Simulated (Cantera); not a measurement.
## Reactions in the system Cu-F-H-N

Source: NASA polynomial tables (part measured, part estimated), evaluated in Cantera. Values are per mole of reaction as written; species without (g) are pure solids or liquids, kept so even where they would boil at 1 bar.

3 CuF2(g) + 2 NH3(g) → 3 Cu + N2(g) + 6 HF(g)

```tsv
T (K)	ΔH° (kJ)	ΔS° (J/K)	ΔG° (kJ)	log10 K	condensed phases
300	-742.5	147.3	-786.7	136.97	Cu(s)
1525	-670.3	228.4	-1018.6	34.89	Cu(l)
1600	-668.7	229.4	-1035.7	33.81	Cu(l)
1675	-667.2	230.3	-1053.0	32.84	Cu(l)
1750	-665.7	231.2	-1070.3	31.95	Cu(l)
1825	-664.3	232.0	-1087.7	31.13	Cu(l)
1900	-662.9	232.7	-1105.1	30.38	Cu(l)
1975	-661.6	233.4	-1122.6	29.69	Cu(l)
2050	-660.3	234.0	-1140.1	29.05	Cu(l)
```
